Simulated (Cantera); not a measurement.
A perfectly stirred reactor is fed with 14.4 % H₂, 85.6 % O₂, equivalence ratio 0.084, at 2670 Pa; it is held at 973 K, and followed from long to short residence time.

Detailed kinetics in Cantera: GRI-Mech 3.0 (53 species, 325 reactions). Radical loss at walls, strong at low pressure, is not modelled. The temperature is held fixed by assumption; the heat of reaction is taken as removed at once.

### Question
Predict: x(H₂) at τ = 0.620 s; x(O₂) at τ = 0.620 s; x(H₂O₂) at τ = 0.620 s; x(H₂O) at τ = 0.620 s; x(O) at τ = 0.620 s; x(H₂) at τ = 28.0 ms; x(O₂) at τ = 28.0 ms; x(H₂O₂) at τ = 28.0 ms; x(H₂O) at τ = 28.0 ms; x(O) at τ = 28.0 ms.

### Answer
```
Quantity                   Value
----------------------  --------
x(H₂) at τ = 0.620 s     0.00142
x(O₂) at τ = 0.620 s       0.844
x(H₂O₂) at τ = 0.620 s   5.70e-7
x(H₂O) at τ = 0.620 s      0.153
x(O) at τ = 0.620 s     0.000649
x(H₂) at τ = 28.0 ms     0.00781
x(O₂) at τ = 28.0 ms       0.840
x(H₂O₂) at τ = 28.0 ms   9.47e-7
x(H₂O) at τ = 28.0 ms      0.144
x(O) at τ = 28.0 ms      0.00378
```
